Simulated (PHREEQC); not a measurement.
## Metal-bearing waste water: speciation

Consider water at 25 °C with 0.0027 mol FeSO4, 0.00047 mol ZnCl2, 0.017 mol NaF and 0.0146 mol Na2SO4 per kg of water. Closed to the air; pH follows from the charge balance.

Equilibrium calculation in PHREEQC: ion-association model, phreeqc.dat.

```json
{
 "pH": "6.83",
 "ionic_strength": "0.0655 mol/kgw",
 "specific_conductance": "4680 µS/cm",
 "density": "1.000 g/cm³"
}
```

```tsv
species	molality	activity	log γ
Na+	0.0445	0.0360	-0.092
F-	0.0166	0.0131	-0.101
SO4-2	0.0148	0.00633	-0.370
Fe+2	0.00172	0.000772	-0.347
NaSO4-	0.00140	0.00114	-0.090
Cl-	0.000939	0.000748	-0.099
FeSO4	0.000855	0.000868	0.007
NaF	0.000269	0.000273	0.007
```

This is a speciation only: nothing precipitates in the calculation. Fluoro complexes past AlF4- and FeF3 are missing from the database.
